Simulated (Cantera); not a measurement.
A freely propagating, adiabatic, planar premixed flame of H₂ : O₂ : N₂ = 1 : 0.312 : 1.17 (molar parts), equivalence ratio 1.6, unburnt at 350 K and 128 Torr; mixture-averaged transport, grid criteria slope 0.08 and curve 0.16, no radiation.

Computed with Cantera and the H2/O2 subset of GRI-Mech 3.0, which has no nitrogen chemistry. Burning velocities carry a grid error of a few per cent, more on coarse grids.

Task: Predict: laminar burning velocity; thermal thickness; peak x(H); peak x(O); peak x(H₂O₂); peak x(OH).

Result: 
```json
{
 "laminar_burning_velocity": "317 cm/s",
 "thermal_thickness": "3.82 mm",
 "peak x(H)": "0.110",
 "peak x(O)": "0.00622",
 "peak x(H₂O₂)": "3.51e-5",
 "peak x(OH)": "0.00746"
}
```
